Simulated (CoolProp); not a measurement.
Vapour pressure (bar) of chloromethane (R40): the reference equation beside estimates from Tc = 418.6 K, pc = 69.29 bar, ω = 0.150. Clausius-Clapeyron is anchored at 296.9 K with a constant enthalpy of vaporisation of 18.95 kJ/mol.

Values from CoolProp's reference Helmholtz-energy equation of state, Thol 2014.

```tsv
T (K)	reference	Lee-Kesler	Clausius-Clapeyron	van der Waals	Soave-Redlich-Kwong	Peng-Robinson
263	1.784	1.744	2.069	7.811	1.746	1.769
271.5	2.445	2.399	2.714	9.299	2.400	2.419
279.9	3.269	3.218	3.492	10.95	3.217	3.228
288.4	4.303	4.248	4.439	12.80	4.246	4.245
296.9	5.566	5.508	5.566	14.84	5.507	5.490
305.3	7.070	7.008	6.876	17.07	7.013	6.973
313.8	8.880	8.814	8.417	19.52	8.831	8.763
322.3	11.01	10.94	10.19	22.19	10.98	10.88
330.7	13.47	13.39	12.20	25.05	13.46	13.32
339.2	16.34	16.24	14.50	28.17	16.36	16.18
347.6	19.60	19.48	17.06	31.48	19.65	19.43
356.1	23.35	23.20	19.95	35.07	23.45	23.19
364.6	27.60	27.42	23.16	38.91	27.75	27.45
373	32.34	32.12	26.66	42.94	32.53	32.21
381.5	37.71	37.45	30.55	47.28	37.94	37.61
```

Absolute difference from the reference over all 15 rows, mean and median: Lee-Kesler 1.0 and 0.7 %, Clausius-Clapeyron 10.2 and 11.0 %, van der Waals 129.9 and 101.5 %, Soave-Redlich-Kwong 0.8 and 0.6 %, Peng-Robinson 1.0 and 1.1 %.
